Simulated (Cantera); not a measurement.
Input: 1 mol C2H4, 1.1 mol NH3, 3 mol N2, equilibrated at 1075 °C and 270000 Pa.

Method: chemical equilibrium by Gibbs-energy minimisation in Cantera with the NASA 1993 tables (ideal gas, pure condensed phases). Candidate condensed phases: C, C6H6, C7H8, C8H18; 92 gas species. Rates play no part.

Base state: H2 0.501, N2 0.495, CH4 0.00395, HCN 0.000160, NH3 6.94e-5 (mole fractions); condensed: C(graphite).

Q: What changes in the equilibrium state with this change: N2 from 3 to 34 mol?

A: 
| species | before | after |
|---|---|---|
| N2 | 0.495 | 0.905 |
| H2 | 0.501 | 0.0952 |
| CH4 | 0.00395 | 0.000143 |
| NH3 | 6.94e-5 | 7.77e-6 |
| HCN | 0.000160 | 9.41e-5 |
| C(graphite), mol | 1.97 | 1.99 |
